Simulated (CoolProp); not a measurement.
Properties of ethylene at several states (Tc = 282.4 K, pc = 5042 kPa, ω = 0.087).

The numbers come from the reference Helmholtz-energy equation of state, Smukala 2000 in CoolProp.

| T (K) | p (kPa) | phase | cv (kJ/(kg K)) | fugacity coefficient |
|---|---|---|---|---|
| 406.2 | 130 | gas | ___ | 0.9974 |
| 260.8 | 8220 | liquid | ___ | 0.3246 |
| 398.9 | 1420 | gas | 1.601 | ___ |
| 437.2 | 54.1 | gas | ___ | 0.9992 |
| 230.3 | 254 | gas | ___ | 0.9686 |

### Question
What belongs in the gaps?

### Answer

- 406.2, cv (kJ/(kg K)): 1.616
- 260.8, cv (kJ/(kg K)): 1.371
- 398.9, fugacity coefficient: 0.9697
- 437.2, cv (kJ/(kg K)): 1.723
- 230.3, cv (kJ/(kg K)): 1.049
